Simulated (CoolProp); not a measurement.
Properties of ammonia along the isobar 13.3 MPa (Tc = 132.4 °C, pc = 11.36 MPa, ω = 0.256).

The numbers come from the reference Helmholtz-energy equation of state, Gao 2020 in CoolProp.

| T (°C) | phase | density (kg/m³) | cv (kJ/(kg K)) | isothermal compressibility (1/MPa) | Prandtl number |
|---|---|---|---|---|---|
| -29.95 | liquid | 684.1 | 2.918 | 0.0007070 | 1.71 |
| -24.45 | liquid | 677.5 | 2.903 | 0.0007478 | 1.64 |
| -18.85 | liquid | 670.8 | 2.887 | 0.0007931 | 1.58 |
| -13.25 | liquid | 663.9 | 2.872 | 0.0008426 | 1.52 |
| -7.75 | liquid | 657.1 | 2.857 | 0.0008958 | 1.48 |
| -2.15 | liquid | 650.0 | 2.842 | 0.0009553 | 1.43 |
| 3.35 | liquid | 642.9 | 2.829 | 0.001019 | 1.40 |
| 8.95 | liquid | 635.6 | 2.816 | 0.001092 | 1.37 |
| 14.45 | liquid | 628.3 | 2.804 | 0.001170 | 1.34 |
| 20.05 | liquid | 620.7 | 2.793 | 0.001259 | 1.31 |
| 25.65 | liquid | 613.0 | 2.783 | 0.001358 | 1.29 |
| 31.15 | liquid | 605.2 | 2.774 | 0.001467 | 1.27 |
| 36.75 | liquid | 597.1 | 2.765 | 0.001592 | 1.26 |

Viscosity comes from a separate model (Fenghour 1995). Thermal conductivity comes from a separate model (Tufeu 1984).
